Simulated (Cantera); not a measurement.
Input: 1 mol Al, 0.94 mol H2O, 1 mol H2, at 1330 Pa.

Cantera equilibrium calculation (NASA polynomials, part measured and part estimated; ideal gas, pure solids and liquids). Candidate condensed phases: Al, Al2O3, H2O; 19 gas species. Mutual solubility and eutectic melting of coexisting phases are not modelled. The tables' values for AlOH are old estimates; treat these amounts as uncertain. Equilibrium is a limit: real reactors are often held back by kinetics, nucleation or transport.

log p: log10 of the partial pressure in bar; n: condensed amount in mol.

| T (°C) | log p H2 | log p Al2O | log p Al | log p H | log p AlH | n Al(s) | n Al2O3(s) | n Al(l) |
|---|---|---|---|---|---|---|---|---|
| 652 | -1.88 | -13.33 | -11.63 | -10.52 | ? | 0.373 | 0.313 | 0 |
| 852 | -1.88 | -9.44 | -8.48 | -8.29 | ? | 0 | 0.313 | 0.373 |
| 1052 | -1.88 | -6.76 | -6.30 | -6.72 | ? | 0 | 0.313 | 0.373 |
| 1252 | -1.88 | -4.82 | -4.70 | -5.56 | ? | 0 | 0.313 | 0.367 |
| 1452 | -1.90 | -3.34 | -3.49 | -4.68 | ? | 0 | 0.290 | 0.225 |
| 1652 | -1.94 | -2.97 | -3.12 | -3.99 | ? | 0 | 0.253 | 0 |
| 1852 | -1.95 | -3.01 | -3.07 | -3.42 | ? | 0 | 0.257 | 0 |

Question: Complete the blanks.

Answer: 
- 652, log p AlH: -10.91
- 852, log p AlH: -8.49
- 1052, log p AlH: -6.82
- 1252, log p AlH: -5.60
- 1452, log p AlH: -4.69
- 1652, log p AlH: -4.57
- 1852, log p AlH: -4.71
